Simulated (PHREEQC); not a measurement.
Dissolve 1.9 mmol/kgw H3PO4 at 25 °C. Closed to the air; pH follows from the charge balance.

Model: ion-association model, phreeqc.dat, run in PHREEQC.

```csv
quantity,before,after
pH,2.82,2.87
ionic strength (mol/kgw),0.00157,0.00143
H2PO4- (mol/kgw),0.00157,0.00143
H3PO4 (mol/kgw),0.000332,0.000475
HPO4-2 (mol/kgw),7.38e-8,9.69e-8
```

Problem. Which change was made?
(A) diluted 100-fold with water
(B) H3PO4 from 0.0019 to 0.0095 mol/kgw
(C) H3PO4 replaced by (NH4)2HPO4 at the same molality
(D) temperature from 25 to 80 °C
(E) H3PO4 from 0.0019 to 0.00019 mol/kgw

Solution. D, temperature from 25 to 80 °C

Precipitation was switched off in this run. Constants without temperature data keep their 25 °C values here.
